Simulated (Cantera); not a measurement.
**Reactions in the system H-O-Ta**

Cantera with NASA thermochemical tables; ideal gases at 1 bar, condensed phases pure. Values are per mole of reaction as written; species without (g) are pure solids or liquids, kept so even where they would boil at 1 bar.

10 OH(g) + 4 Ta ⇌ 5 H2(g) + 2 Ta2O5

```csv
T (K),ΔH° (kJ),ΔS° (J/K),ΔG° (kJ),log10 K
300,-4485.4,-1063.4,-4166.4,725.42
1125,-4423.2,-975.7,-3325.6,154.41
1225,-4413.3,-967.3,-3228.4,137.66
1325,-4403.4,-959.5,-3132.1,123.47
1425,-4393.5,-952.3,-3036.5,111.30
1525,-4383.6,-945.6,-2941.6,100.75
```

TaO2(g) + 2 H(g) ⇌ Ta + 2 OH(g)

| T (K) | ΔH° (kJ) | ΔS° (J/K) | ΔG° (kJ) | log10 K |
|---|---|---|---|---|
| 300 | -156.5 | -100.8 | -126.2 | 21.98 |
| 1125 | -162.4 | -109.3 | -39.4 | 1.83 |
| 1225 | -163.0 | -109.8 | -28.5 | 1.21 |
| 1325 | -163.5 | -110.2 | -17.5 | 0.69 |
| 1425 | -164.0 | -110.5 | -6.4 | 0.24 |
| 1525 | -164.3 | -110.8 | 4.6 | -0.16 |
